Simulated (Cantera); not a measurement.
A perfectly stirred reactor is fed with 0.510 % CH4, 98.1 % H2, 1.37 % O2, equivalence ratio 36, at 5100 Pa; it is held at 2575 K, and followed from long to short residence time.

Computed with Cantera and GRI-Mech 3.0 (53 species, 325 reactions).

Task: Predict: x(CH4) at τ = 0.650 s; x(H2) at τ = 0.650 s; x(O2) at τ = 0.650 s; x(CO) at τ = 0.650 s; x(CH4) at τ = 34.0 ms; x(H2) at τ = 34.0 ms; x(O2) at τ = 34.0 ms; x(CO) at τ = 34.0 ms; x(C2H4) at τ = 34.0 ms.

Result: 
| Property | Result |
|---|---|
| x(CH4) at τ = 0.650 s | 2.43e-7 |
| x(H2) at τ = 0.650 s | 0.840 |
| x(O2) at τ = 0.650 s | 8.58e-7 |
| x(CO) at τ = 0.650 s | 0.00476 |
| x(CH4) at τ = 34.0 ms | 3.77e-5 |
| x(H2) at τ = 34.0 ms | 0.900 |
| x(O2) at τ = 34.0 ms | 4.77e-6 |
| x(CO) at τ = 34.0 ms | 0.00478 |
| x(C2H4) at τ = 34.0 ms | 1.17e-8 |
